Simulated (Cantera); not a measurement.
**Equilibrium for iron carbonyl, mercury and lead vapours: PbO + N₂**

Feed: 1 mol PbO, 17 mol N₂.

Cantera equilibrium calculation (NASA polynomials, part measured and part estimated; ideal gas, pure solids and liquids). Candidate condensed phases: Pb, PbO, PbO₂, Pb₃O₄; 12 gas species. Rates play no part.

Stable condensed phases:

```
T in K \ P in Pa
              10      36     130     460    1700    6000   22000   77000  280000 1000000
   1325        A       A       A       A       B       B       B       B       B       B
   1250        A       A       A       B       B       B       B       B       B       B
   1175        A       A       B       B       B       B       B       B       B       B
   1100        A       B       B       B       B       B       B       B       B       B
   1025        B       B       B       B       B       B       B       B       B       B
    950        B       B       B       B       B       B       B       B       B       B
    875        B       B       B       B       B       B       B       B       B       B
    800        B       B       B       B       B       B       B       B       B       B
    725        B       B       B       B       B       B       B       B       B       B
    650        B       B       B       B       B       B       B       B       B       B
```

A: gas only; B: PbO.
